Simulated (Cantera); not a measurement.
**Equilibrium for halide evaporation, hydrolysis and transport: KCl + N₂**

Input: 1 mol KCl, 34 mol N₂, equilibrated at 7.50 Torr.

Cantera equilibrium calculation (NASA polynomials, part measured and part estimated; ideal gas, pure solids and liquids). Candidate condensed phases: K, KCl; 8 gas species. Equilibrium is a limit: real reactors are often held back by kinetics, nucleation or transport.

```tsv
T (K)	log p N₂	log p KCl	log p K	log p Cl	log p K₂Cl₂
1750	-2.01	-3.55	-5.72	-5.72	-7.66
1800	-2.01	-3.55	-5.54	-5.54	-7.81
1850	-2.01	-3.55	-5.37	-5.37	-7.95
1900	-2.01	-3.55	-5.21	-5.21	-8.09
1950	-2.01	-3.56	-5.06	-5.06	-8.22
2000	-2.01	-3.56	-4.92	-4.92	-8.35
2050	-2.01	-3.57	-4.78	-4.78	-8.48
```
log p: log10 of the partial pressure in bar; nothing condenses.

From 1750 K to 2050 K nothing is condensed. The main K-bearing gas is KCl throughout.
